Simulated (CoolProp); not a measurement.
A simple Rankine cycle with benzene: condensing at 293.15 K, boiler at 0.0704 MPa, turbine inlet 356.8 K, turbine efficiency 0.9, pump efficiency 0.6, no recuperator. Each further row changes one setting.

The numbers come from the reference Helmholtz-energy equation of state, Thol 2012 in CoolProp.

| case | thermal efficiency (%) | net work (kJ/kg) | heat in (kJ/kg) | turbine exit temperature (K) | volume ratio over the turbine |
|---|---|---|---|---|---|
| as stated | 11.8 | 60.2 | 508 | 303.6 | 6.08 |
| turbine inlet 376.8 K | 12.0 | 64.1 | 535 | 324.2 | 6.13 |
| condensing temperature 285.15 K | 13.6 | 71.2 | 522 | 292.8 | 8.74 |
| boiler pressure 0.0493 MPa | 9.9 | 50.2 | 509 | 313.6 | 4.37 |
| turbine efficiency 0.8 | 10.5 | 53.5 | 508 | 309.8 | 6.20 |
